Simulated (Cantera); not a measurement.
Feed: 1 mol Pb, 1.9 mol N₂, 5.2 mol H₂, held at 1.00 bar.

These are equilibrium values from Cantera (NASA tables, ideal gas, pure condensed phases), not measurements of a reactor. Candidate condensed phases: Pb; 11 gas species. The numbers say what is thermodynamically allowed, not how fast it happens.

x: gas mole fraction; n: condensed amount in mol.

```csv
T (K),x H₂,x N₂,x Pb,x NH₃,n Pb(s),n Pb(l)
548,0.707,0.260,<1e-12,0.0333,1.00,0
648,0.728,0.266,8.41e-11,0.00618,0,1.00
748,0.731,0.267,8.75e-9,0.00169,0,1.00
848,0.732,0.267,2.99e-7,0.000612,0,1.000
948,0.732,0.268,4.79e-6,0.000271,0,1.000
1048,0.732,0.268,4.47e-5,0.000139,0,1.000
1148,0.732,0.268,…,…,0,0.998
1248,0.731,0.267,…,…,0,0.991
1348,0.729,0.266,0.00478,3.31e-5,0,0.966
1448,0.722,0.264,0.0146,2.29e-5,0,0.895
1548,0.704,0.257,0.0384,1.61e-5,0,0.716
1648,0.666,0.244,0.0898,1.11e-5,0,0.298
```

Question: Fill in the missing entries.

Answer: 
- 1148, x Pb: 0.000280
- 1148, x NH₃: 7.98e-5
- 1248, x Pb: 0.00130
- 1248, x NH₃: 4.98e-5
